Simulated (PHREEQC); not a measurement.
Dissolve 0.023 mol H3AsO4 and 0.16 mol NaCl per kg of water at 50 °C. Closed to the air; pH follows from the charge balance.

Equilibrium calculation in PHREEQC: ion-association model, wateq4f.dat.

Each row changes one thing in this solution. This is a speciation only: nothing precipitates in the calculation.

```tsv
case	pH	ionic strength (mol/kgw)	H3AsO4 (mol/kgw)	H2AsO4- (mol/kgw)	HAsO4-2 (mol/kgw)	SI of Halite (NaCl)
as made	2.11	0.170	0.0133	0.00969	2.34e-7	-3.50
diluted 100-fold with water	(withheld)	0.00182	1.08e-5	0.000219	9.29e-8	-7.27
NaCl from 0.16 to 0.32 mol/kgw	2.11	0.330	0.0129	0.0100	(withheld)	(withheld)
H3AsO4 replaced by Na2HAsO4 at the same molality	8.68	0.229	8.71e-11	0.000241	0.0226	-3.42
0.02 mol/kgw Ca(OH)2 added	7.16	(withheld)	7.19e-8	0.00601	0.0170	(withheld)
```

Problem. Fill in the missing entries.

Solution. 
- diluted 100-fold with water, pH: 3.68
- NaCl from 0.16 to 0.32 mol/kgw, HAsO4-2 (mol/kgw): 2.65e-7
- NaCl from 0.16 to 0.32 mol/kgw, SI of Halite (NaCl): -2.95
- 0.02 mol/kgw Ca(OH)2 added, ionic strength (mol/kgw): 0.237
- 0.02 mol/kgw Ca(OH)2 added, SI of Halite (NaCl): -3.53

Complexes and solids missing from the database can't appear. At this temperature some constants are extrapolated from 25 °C, and those without enthalpy data are left unchanged. The database has no arsenate complexes of Ca.
